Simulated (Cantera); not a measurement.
An isothermal, constant-pressure homogeneous reactor starts with 73.0 % C2H6, 27.0 % N2, at 1000 K and 760 Torr.

Computed with Cantera and GRI-Mech 3.0 (53 species, 325 reactions). GRI-Mech 3.0 stops at C3 and has no aromatics, soot or wall deposition, so with more carbon than oxygen in the feed, carbon stays in small species such as C2H2 where larger ones or solid carbon would form.

x: mole fraction; the columns are a selection and need not sum to one.

| t (s) | x C2H6 | x C2H4 | x C2H | x H2 | x CH4 | x C2H2 |
|---|---|---|---|---|---|---|
| 0.000300 | 0.730 | 6.87e-7 | <1e-12 | 6.87e-7 | 4.44e-7 | <1e-12 |
| 0.000954 | 0.730 | 7.64e-6 | <1e-12 | 7.64e-6 | 1.49e-6 | 3.57e-12 |
| 0.00304 | 0.730 | 7.91e-5 | <1e-12 | 7.90e-5 | 5.05e-6 | 3.72e-10 |
| 0.00965 | 0.729 | 0.000770 | <1e-12 | 0.000766 | 2.32e-5 | … |
| 0.0307 | 0.720 | 0.00557 | <1e-12 | 0.00550 | 0.000167 | … |
| 0.0977 | 0.690 | 0.0228 | <1e-12 | 0.0225 | 0.000740 | … |
| 0.311 | 0.608 | 0.0695 | <1e-12 | 0.0685 | 0.00240 | … |
| 0.988 | 0.445 | 0.162 | <1e-12 | 0.160 | 0.00653 | … |
| 3.14 | 0.274 | 0.258 | <1e-12 | 0.252 | 0.0152 | … |
| 10.0 | 0.214 | 0.286 | <1e-12 | 0.272 | 0.0350 | … |

Question: What belongs in the gaps?

Answer: 
- 0.00965, x C2H2: 3.44e-8
- 0.0307, x C2H2: 1.44e-6
- 0.0977, x C2H2: 1.40e-5
- 0.311, x C2H2: 6.89e-5
- 0.988, x C2H2: 0.000251
- 3.14, x C2H2: 0.000723
- 10.0, x C2H2: 0.00155
